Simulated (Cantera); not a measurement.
Feed: 1 mol Cu₂O, 5.3 mol H₂, a varied amount of N₂, equilibrated at 2200 K and 13300 Pa.

Method: chemical equilibrium by Gibbs-energy minimisation in Cantera with the NASA 1993 tables (ideal gas, pure condensed phases). Candidate condensed phases: Cu, CuO, Cu(OH)₂, Cu₂O, H₂O; 27 gas species. Equilibrium is a limit: real reactors are often held back by kinetics, nucleation or transport.

x: gas mole fraction; n: condensed amount in mol.

| n(N₂) (mol) | x N₂ | x H₂ | x Cu | x H₂O | x H | x Cu₂ | x OH | n Cu(l) |
|---|---|---|---|---|---|---|---|---|
| 0.74 | 0.100 | 0.577 | 0.174 | 0.135 | 0.0117 | 0.00133 | 0.000383 | 0.697 |
| 1.5 | 0.181 | 0.513 | 0.174 | 0.120 | 0.0110 | 0.00133 | 0.000361 | 0.533 |
| 2.9 | 0.290 | 0.425 | 0.174 | 0.0996 | 0.0101 | 0.00133 | 0.000329 | 0.232 |
| 5.9 | 0.445 | 0.320 | 0.149 | 0.0752 | 0.00873 | (withheld) | 0.000286 | 0 |
| 12 | 0.620 | 0.219 | 0.102 | 0.0514 | 0.00721 | (withheld) | 0.000237 | 0 |
| 23 | 0.757 | 0.139 | 0.0654 | 0.0327 | 0.00575 | (withheld) | 0.000189 | 0 |
| 46 | 0.861 | 0.0784 | 0.0373 | 0.0185 | 0.00432 | (withheld) | 0.000143 | 0 |
| 92 | 0.925 | 0.0417 | 0.0201 | 0.00992 | 0.00315 | (withheld) | 0.000105 | 0 |

Task: Fill in the missing entries.

Result: 
- 5.9, x Cu₂: 0.000972
- 12, x Cu₂: 0.000459
- 23, x Cu₂: 0.000187
- 46, x Cu₂: 6.10e-5
- 92, x Cu₂: 1.76e-5
